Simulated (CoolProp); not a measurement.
Vapour-liquid equilibrium of R22 (1) + R123 (2) at 0.42 MPa; x and y are mole fractions of (1).

Computed with CoolProp (multi-fluid Helmholtz-energy mixture model, Kamei 1995 and Younglove 1994; pair parameters Bell 2016).

**Question.** Give the bubble temperature and the first vapour's composition at x = 0.35, 0.45, 0.85. Is there an azeotrope?

**Answer.** x = 0.35: 299.4 K, y = 0.834; x = 0.45: 291.6 K, y = 0.893; x = 0.85: 272.8 K, y = 0.985. No azeotrope shows between x = 0.05 and 0.95.

Pair parameters are fitted to limited data, so mixtures are less certain than the pure fluids.
